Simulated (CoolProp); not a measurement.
Values from CoolProp's reference Helmholtz-energy equation of state, Thol 2018.

Question: Give the vapour pressure (MPa), enthalpy of vaporisation (kJ/kg), liquid cp (kJ/(kg K)) of saturated hydrogen chloride at 241.1, 254.1 K.

Answer: 
| T (K) | p (MPa) | enthalpy of vaporisation (kJ/kg) | liquid cp (kJ/(kg K)) |
|---|---|---|---|
| 241.1 | 1.01 | 374 | 1.78 |
| 254.1 | 1.52 | 352 | 1.85 |
